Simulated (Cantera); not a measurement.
Input (Python, Cantera) and output of one run.

```python
import numpy as np
import cantera as ct

gas_names = """
    Fe FeO N NO NO2 NO3 N2 N2O O O2 O3 S SN SO SO2 SO3 S2 S2O S8
""".split()
cond_names = """
    Fe(a) Fe(c) Fe(d) Fe(L) FeO(s) FeO(L) FeS(a) FeS(b) FeS(c) FeS(L) FeSO4(s) FeS2(s) Fe2O3(s)
    Fe2S3O12(s) Fe3O4(s) S(cr1) S(cr2) S(L)
""".split()


def load(file, names, dense=False):
    # The tables refer to 1 bar. Condensed volumes are neglected.
    table = {s.name: s for s in ct.Species.list_from_file(file)}
    out = []
    for n in names:
        d = dict(table[n].input_data)
        d["thermo"] = dict(d["thermo"], **{"reference-pressure": 1e5})
        if dense:
            d["equation-of-state"] = {"model": "constant-volume", "density": "1e6 g/cm^3"}
        out.append(ct.Species.from_dict(d))
    return out


gas = ct.Solution(thermo="ideal-gas", species=load("nasa_gas.yaml", gas_names))
cond = {s.name: ct.Solution(thermo="fixed-stoichiometry", species=[s], name=s.name)
        for s in load("nasa_condensed.yaml", cond_names, dense=True)}
atoms = {
    'Fe2O3': {'Fe': 2, 'O': 3},
    'SO3': {'S': 1, 'O': 3},
    'N2': {'N': 2},
    'SO2': {'S': 1, 'O': 2},
}
top_T = {'FeSO4(s)': 950, 'FeS2(s)': 1010, 'Fe2O3(s)': 1830, 'Fe2S3O12(s)': 1100, 'Fe3O4(s)': 1870}  # K; cautious upper limits of use, not melting points


def equilibrate(T, P, feed):
    n = {}
    for name, mol in feed.items():
        for a, k in atoms[name].items():
            n[a] = n.get(a, 0.0) + k * mol
    gas.TPX = T, P, n
    mass = sum(n.values()) * gas.mean_molecular_weight
    gas.equilibrate("TP")
    valid = [c for c in cond.values() if c.min_temp <= T <= top_T.get(c.name, c.max_temp)]
    mix = ct.Mixture([(gas, mass / gas.mean_molecular_weight)] + [(c, 0.0) for c in valid])
    mix.T, mix.P = T, P
    mix.equilibrate("TP", solver="vcs", rtol=1e-11, max_steps=5000)
    return mix


results = []
feed = {'Fe2O3': 1, 'SO3': 0.4, 'N2': 37, 'SO2': 4.1}  # mol
P = 10000  # Pa
for T in [723, 798, 873, 948, 1023, 1098, 1173, 1248, 1323, 1398, 1473, 1548, 1623]:
    mix = equilibrate(T, P, feed)
    results.append((T, P, feed, dict(zip(mix.species_names, mix.species_moles))))

top = {s: max(r[3][s] / sum(r[3][g] for g in gas_names) for r in results) for s in gas_names}
cols = sorted((s for s in top if top[s] > 1e-05), key=lambda s: -top[s])[:5]
seen = [c for c in cond_names if any(r[3].get(c, 0) > 1e-12 for r in results)]
print("log10 of partial pressures in bar; condensed amounts in mol")
print(f"{'T/K':>10s}" + "".join(f"{s[:9]:>10s}" for s in cols + seen))
for T, P, feed, n in results:
    ng = sum(n[g] for g in gas_names)
    print(f"{T:10.4g}" + "".join(f"{np.log10(max(n[s] / ng * P / 1e5, 1e-99)):10.3f}" for s in cols)
          + "".join(f"{n.get(c, 0):10.4g}" for c in seen))
```

It prints:

```
log10 of partial pressures in bar; condensed amounts in mol
       T/K        N2       SO2       SO3        O2        NO  FeSO4(s)  Fe2O3(s)  Fe3O4(s)
       723    -1.042    -2.040    -4.395    -9.155   -11.041    0.7672    0.6164         0
       798    -1.050    -2.005    -3.023    -5.142    -8.419         0         1         0
       873    -1.050    -2.000    -3.082    -4.167    -7.417         0         1         0
       948    -1.051    -1.987    -3.281    -3.660    -6.731         0         1         0
      1023    -1.051    -1.977    -3.567    -3.463    -6.264         0         1         0
      1098    -1.052    -1.972    -3.863    -3.386    -5.907         0         1         0
      1173    -1.052    -1.970    -4.140    -3.354    -5.613         0         1         0
      1248    -1.052    -1.968    -4.390    -3.340    -5.361         0         1         0
      1323    -1.052    -1.968    -4.615    -3.334    -5.141         0         1         0
      1398    -1.052    -1.968    -4.817    -3.331    -4.946         0         1         0
      1473    -1.054    -1.969    -4.869    -3.067    -4.640         0         0    0.6667
      1548    -1.054    -1.969    -5.034    -3.068    -4.484         0         0    0.6667
      1623    -1.054    -1.969    -5.183    -3.071    -4.342         0         0    0.6667
```

Method: chemical equilibrium by Gibbs-energy minimisation in Cantera with the NASA 1993 tables (ideal gas, pure condensed phases).
